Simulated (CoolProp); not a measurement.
Vapour-liquid equilibrium of CHF3 (R23) (1) + R11 (2) at 237.5 K; x and y are mole fractions of (1).

Model: multi-fluid Helmholtz-energy mixture model, Penoncello 2003 and Jacobsen 1992; pair parameters Bell 2016, in CoolProp.

**Question.** Give the bubble pressure and the first vapour's composition at x = 0.35, 0.5, 0.65. Is there an azeotrope?

**Answer.** x = 0.35: 0.6161 MPa, y = 0.989; x = 0.5: 0.6709 MPa, y = 0.990; x = 0.65: 0.6848 MPa, y = 0.990. No azeotrope shows between x = 0.05 and 0.95.

The pair parameters rest on a limited set of measurements; away from them the model extrapolates. With so large a gap from Raoult's law the liquid may split in two, which this calculation doesn't test in full.
